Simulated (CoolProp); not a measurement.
Nitrogen along the isobar 4.41 MPa: fugacity coefficient from the reference equation and from simpler models built on Tc = -147.0 °C, pc = 3.396 MPa, ω = 0.037; each cubic takes its own stable root.

The numbers come from the reference Helmholtz-energy equation of state, Span 2000 in CoolProp.

```tsv
T (°C)	phase	reference
-168.55	liquid	0.2309
-143.25	supercritical	0.6012
-117.95	supercritical	0.7870
-92.65	supercritical	0.8720
-67.35	supercritical	0.9217
-42.05	supercritical	0.9528
-16.75	supercritical	0.9732
8.55	supercritical	0.9869
33.85	supercritical	0.9965
59.15	supercritical	1.003
```

Q: How far does each simpler model (van der Waals, Soave-Redlich-Kwong, Peng-Robinson) lie from the reference over these 10 states: mean and median of the absolute difference, and the worst?

A: 
- van der Waals: mean 6.4 %, median 2.3 %, worst +44.6 % at -168.55 °C and 4.41 MPa
- Soave-Redlich-Kwong: mean 0.5 %, median 0.6 %, worst +1.5 % at -168.55 °C and 4.41 MPa
- Peng-Robinson: mean 2.1 %, median 2.0 %, worst -4.1 % at -143.25 °C and 4.41 MPa
